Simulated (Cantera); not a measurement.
An isothermal, constant-pressure homogeneous reactor starts with H₂ : O₂ : N₂ = 1.5 : 1 : 2.1 (molar parts), equivalence ratio 0.75, at 925 K and 34000 Pa. Integrator tolerance rtol = 1e-08.

Computed with Cantera and the H2/O2 subset of GRI-Mech 3.0, which has no nitrogen chemistry. Below about 950 K walls govern HO2 and H2O2 in real vessels. The temperature is held fixed by assumption; the heat of reaction is taken as removed at once.

Problem. What does this change do: temperature 925 to 975 K?

Solution. 
| quantity | before | after |
|---|---|---|
| x(H₂) at 3.00 s | 0.0108 (gas-phase equilibrium 2.06e-11) | 8.70e-5 (gas-phase equilibrium 1.07e-10) |
| x(O₂) at 3.00 s | 0.0699 (gas-phase equilibrium 0.0649) | 0.0650 (gas-phase equilibrium 0.0649) |
| x(O) at 3.00 s | 1.28e-7 (gas-phase equilibrium 5.89e-12) | 3.07e-9 (gas-phase equilibrium 3.17e-11) |
| x(H₂O₂) at 3.00 s | 0.000109 (gas-phase equilibrium 5.78e-11) | 1.57e-7 (gas-phase equilibrium 1.17e-10) |
| x(HO₂) at 3.00 s | 2.31e-5 (gas-phase equilibrium 1.59e-10) | 1.38e-6 (gas-phase equilibrium 3.86e-10) |
| x(OH) at 3.00 s | 1.86e-7 (gas-phase equilibrium 4.56e-8) | 1.10e-7 (gas-phase equilibrium 1.35e-7) |

Problem. What does this change do: 0.18 parts H2O added?

Solution. 
```csv
quantity,before,after
x(H₂) at 3.00 s,0.0108 (gas-phase equilibrium 2.06e-11),0.0161 (gas-phase equilibrium 2.26e-11)
x(O₂) at 3.00 s,0.0699 (gas-phase equilibrium 0.0649),0.0695 (gas-phase equilibrium 0.0620)
x(O) at 3.00 s,1.28e-7 (gas-phase equilibrium 5.89e-12),1.25e-7 (gas-phase equilibrium 5.76e-12)
x(H₂O₂) at 3.00 s,0.000109 (gas-phase equilibrium 5.78e-11),0.000139 (gas-phase equilibrium 6.05e-11)
x(HO₂) at 3.00 s,2.31e-5 (gas-phase equilibrium 1.59e-10),2.67e-5 (gas-phase equilibrium 1.59e-10)
x(OH) at 3.00 s,1.86e-7 (gas-phase equilibrium 4.56e-8),1.70e-7 (gas-phase equilibrium 4.66e-8)
```
